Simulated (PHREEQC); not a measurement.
Make-up at 16 °C: 0.0013 mol/kgw KOH and 0.038 mol/kgw KNO3. Closed to the air; pH follows from the charge balance.

The numbers come from PHREEQC with the ion-association model, phreeqc.dat.

No solid was allowed to form.

Question: What pH, specific conductance does the model give?

Answer: pH 11.34; specific conductance 4160 µS/cm.
